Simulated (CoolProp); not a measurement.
Vapour-liquid equilibrium of C3F8 (R218) (1) + c-C4F8 (RC318) (2) at 11.95 °C; x and y are mole fractions of (1).

Model: multi-fluid Helmholtz-energy mixture model, Lemmon 2006 and Platzer 1990; pair parameters Bell 2016, in CoolProp. This equation is an older, rougher fit; its heat capacities, sound speeds and derivatives of the liquid may be far off and weren't checked against measurements.

### Question
Give the bubble pressure and the first vapour's composition at x = 0.05, 0.8, 0.95. Is there an azeotrope?

### Answer
x = 0.05: 206.9 kPa, y = 0.075; x = 0.8: 492.2 kPa, y = 0.930; x = 0.95: 572.9 kPa, y = 0.985. No azeotrope shows between x = 0.05 and 0.95.

Pair parameters are fitted to limited data, so mixtures are less certain than the pure fluids.
